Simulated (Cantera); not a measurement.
A perfectly stirred reactor is fed with 13.6 % CH₄, 18.1 % O₂, 68.3 % N₂, equivalence ratio 1.5, at 1000000 Pa; it is adiabatic with a 625 K inlet, and is followed from long to short residence time, starting on the burning branch (τ in s: 0.099, 0.032, 0.011, 0.0035, 0.0011, 0.00037, 0.00012, 3.9e-05, 1.3e-05, 4.2e-06).

Detailed kinetics in Cantera: GRI-Mech 3.0 (53 species, 325 reactions).

Question: Predict: blow-out, bracketed by the residence times tried; x(CH₄) at τ = 99.0 ms; x(O₂) at τ = 99.0 ms; x(H₂) at τ = 99.0 ms; x(CO) at τ = 99.0 ms; x(CH₂O) at τ = 99.0 ms; x(CH₄) at τ = 0.370 ms; x(O₂) at τ = 0.370 ms; x(H₂) at τ = 0.370 ms; x(CO) at τ = 0.370 ms; x(CH₂O) at τ = 0.370 ms.

Answer: 
| Item | Value |
|---|---|
| blow-out, bracketed by the residence times tried | burning at 0.120 ms, out at 39.0 µs |
| x(CH₄) at τ = 99.0 ms | 0.000242 |
| x(O₂) at τ = 99.0 ms | 2.50e-5 |
| x(H₂) at τ = 99.0 ms | 0.0788 |
| x(CO) at τ = 99.0 ms | 0.0874 |
| x(CH₂O) at τ = 99.0 ms | 7.63e-7 |
| x(CH₄) at τ = 0.370 ms | 0.00666 |
| x(O₂) at τ = 0.370 ms | 0.00436 |
| x(H₂) at τ = 0.370 ms | 0.0564 |
| x(CO) at τ = 0.370 ms | 0.0735 |
| x(CH₂O) at τ = 0.370 ms | 6.44e-5 |
